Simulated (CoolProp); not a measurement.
Vapour-liquid equilibrium of R125 (1) + R227EA (2) at 62.6 kPa; x and y are mole fractions of (1).

The numbers come from the multi-fluid Helmholtz-energy mixture model, Lemmon 2005 and Lemmon 2016; pair parameters Bell 2016 in CoolProp.

Give the bubble temperature and the first vapour's composition at x = 0.05, 0.5, 0.8. Is there an azeotrope?

x = 0.05: 243.2 K, y = 0.173; x = 0.5: 225.6 K, y = 0.827; x = 0.8: 219.1 K, y = 0.952. No azeotrope shows between x = 0.05 and 0.95.

The pair parameters rest on a limited set of measurements; away from them the model extrapolates.
